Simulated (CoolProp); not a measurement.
Vapour-liquid equilibrium of R113 (1) + benzene (2) at 439.5 K; x and y are mole fractions of (1).

Values from CoolProp's multi-fluid Helmholtz-energy mixture model, Marx 1992 and Thol 2012; pair parameters Bell 2016.

| x | bubble pressure (MPa) | y at the bubble point | dew pressure at overall composition x (MPa) | liquid density (mol/L) |
|---|---|---|---|---|
| 0.05 | 0.8719 | 0.112 | 0.8318 | 8.867 |
| 0.15 | 0.9935 | 0.279 | 0.8974 | 8.501 |
| 0.25 | 1.096 | 0.400 | 0.9710 | 8.153 |
| 0.35 | 1.186 | 0.498 | 1.053 | 7.823 |
| 0.45 | 1.266 | 0.583 | 1.141 | 7.510 |
| 0.55 | 1.340 | 0.661 | 1.234 | 7.213 |
| 0.65 | 1.408 | 0.736 | 1.329 | 6.930 |
| 0.75 | 1.473 | 0.810 | 1.421 | 6.663 |
| 0.85 | 1.535 | 0.885 | 1.507 | 6.409 |
| 0.95 | 1.594 | 0.961 | 1.585 | 6.167 |

No azeotrope shows between x = 0.05 and 0.95.

Pair parameters are fitted to limited data, so mixtures are less certain than the pure fluids.
